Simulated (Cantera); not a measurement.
Feed: 1 mol CH₃Cl, 0.27 mol HCl, held at 0.133 bar.

Method: chemical equilibrium by Gibbs-energy minimisation in Cantera with the NASA 1993 tables (ideal gas, pure condensed phases). Candidate condensed phases: C, C₆H₆, C₇H₈, C₈H₁₈; 91 gas species. Equilibrium is a limit: real reactors are often held back by kinetics, nucleation or transport. All values below are at 848 K.

Base state: HCl 0.568, H₂ 0.417, CH₄ 0.0149 (mole fractions); condensed: C(graphite).

Task: What changes in the equilibrium state with this change: pressure from 0.133 bar to 0.0220 bar?

Result: 
```json
[
 {"species": "HCl", "before": "0.568", "after": "0.561"},
 {"species": "H₂", "before": "0.417", "after": "0.436"},
 {"species": "CH₄", "before": "0.0149", "after": "0.00268"},
 {"species": "C(graphite), mol", "before": "0.967", "after": "0.994"}
]
```
